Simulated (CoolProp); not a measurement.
Hydrogen chloride at several states: Z from the reference equation and from simpler models built on Tc = 324.7 K, pc = 8.314 MPa, ω = 0.130; each cubic takes its own stable root.

Model: reference Helmholtz-energy equation of state, Thol 2018, in CoolProp.

| T (K) | p (MPa) | phase | reference |
|---|---|---|---|
| 482.3 | 0.0907 | gas | 0.9988 |
| 337.1 | 2.38 | gas | 0.8998 |
| 338.9 | 0.0107 | gas | 0.9996 |
| 442.4 | 18.3 | supercritical | 0.7379 |

How far does each simpler model (Soave-Redlich-Kwong, Peng-Robinson) lie from the reference over these 4 states: mean and median of the absolute difference, and the worst?


- Soave-Redlich-Kwong: mean 1.9 %, median 0.5 %, worst +6.7 % at 442.4 K and 18.3 MPa
- Peng-Robinson: mean 0.4 %, median 0.1 %, worst +1.4 % at 442.4 K and 18.3 MPa
